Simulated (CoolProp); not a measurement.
Vapour-liquid equilibrium of m-xylene (1) + n-undecane (2) at 381 kPa; x and y are mole fractions of (1).

Computed with CoolProp (multi-fluid Helmholtz-energy mixture model, Zhou 2012 and Aleksandrov 2011; pair parameters Bell 2016).

```csv
x,bubble temperature (°C),y at the bubble point,dew temperature at overall composition x (°C),liquid density (mol/L)
0.05,254.2,0.109,[?],3.537
0.125,248.1,0.254,253.5,3.704
0.2,242.3,0.381,250.4,3.879
0.275,236.8,0.490,247.2,4.063
0.35,231.5,0.584,243.7,4.256
0.425,226.5,0.665,240.1,[?]
0.5,221.8,0.735,236.2,4.676
0.575,217.3,0.795,232.0,4.905
0.65,[?],0.846,227.5,5.149
0.725,209.1,0.889,222.5,5.410
0.8,205.3,0.927,216.9,5.688
0.875,201.8,0.958,210.5,5.987
0.95,198.5,0.985,202.7,6.309
```

**Question.** What belongs in the gaps?

**Answer.** 
- 0.05, dew temperature at overall composition x (°C): 256.5
- 0.425, liquid density (mol/L): 4.460
- 0.65, bubble temperature (°C): 213.1

No azeotrope shows between x = 0.05 and 0.95.

The pair parameters rest on a limited set of measurements; away from them the model extrapolates.
